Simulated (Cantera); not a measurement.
A closed system holds: 1 mol SiCl4, 0.028 mol CH4, 880 mol H2, at 1500 °C and 1.00 bar.

These are equilibrium values from Cantera (NASA tables, ideal gas, pure condensed phases), not measurements of a reactor. Candidate condensed phases: C, C6H6, C7H8, C8H18, Si, SiC; 109 gas species. Mutual solubility and eutectic melting of coexisting phases are not modelled. Gases not in the tables: Si2H6 and higher silanes. The numbers say what is thermodynamically allowed, not how fast it happens.

Base state: H2 0.995, HCl 0.00440, H 0.000284, SiCl2 6.26e-5, SiH2 2.46e-5, CH4 1.77e-5 (mole fractions); condensed: Si(l) + SiC(s).

Problem. What changes in the equilibrium state with this change: SiCl4 replaced by (CH3)2SiCl2?

Solution. 
```json
[
 {"species": "H2", "before": "0.995", "after": "0.996"},
 {"species": "HCl", "before": "0.00440", "after": "0.00226"},
 {"species": "CH4", "before": "1.77e-5", "after": "0.000837"},
 {"species": "SiH2", "before": "2.46e-5", "after": "5.23e-7"},
 {"species": "C2H2 (acetylene)", "before": "6.31e-8", "after": "0.000140"},
 {"species": "SiCl2", "before": "6.26e-5", "after": "3.51e-7"},
 {"species": "H", "before": "0.000284", "after": "0.000284"},
 {"species": "Si(l), mol", "before": "0.903", "after": "0"},
 {"species": "SiC(s), mol", "before": "0.0121", "after": "0.999"},
 {"species": "C(graphite), mol", "before": "0", "after": "0.0317"}
]
```
The feed counts by its element totals alone.

Problem. What changes in the equilibrium state with this change: SiCl4 replaced by Si(CH3)4?

Solution. 
| species | before | after |
|---|---|---|
| H2 | 0.995 | 0.999 |
| CH4 | 1.77e-5 | 0.000840 |
| H | 0.000284 | 0.000285 |
| HCl | 0.00440 | 0 |
| SiH2 | 2.46e-5 | 5.25e-7 |
| SiCl2 | 6.26e-5 | 0 |
| C2H2 (acetylene) | 6.31e-8 | 0.000140 |
| Si(l), mol | 0.903 | 0 |
| SiC(s), mol | 0.0121 | 0.999 |
| C(graphite), mol | 0 | 2.03 |
